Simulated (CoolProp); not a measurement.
A simple Rankine cycle with c-C4F8 (RC318): condensing at 295.15 K, boiler at 2.1 MPa, turbine inlet 499 K, turbine efficiency 0.65, pump efficiency 0.8, no recuperator. Each further row changes one setting.

The numbers come from the reference Helmholtz-energy equation of state, Platzer 1990 in CoolProp. This equation is an older, rougher fit; its heat capacities, sound speeds and derivatives of the liquid may be far off and weren't checked against measurements.

```tsv
case	thermal efficiency (%)	net work (kJ/kg)	heat in (kJ/kg)	turbine exit temperature (K)	volume ratio over the turbine
as stated	8.0	22.9	286	467.6	7.57
condensing temperature 287.15 K	8.9	26.2	295	464.0	9.89
boiler pressure 1.47 MPa	6.8	19.6	289	474.2	5.21
turbine efficiency 0.55	6.7	19.2	286	471.3	7.64
```
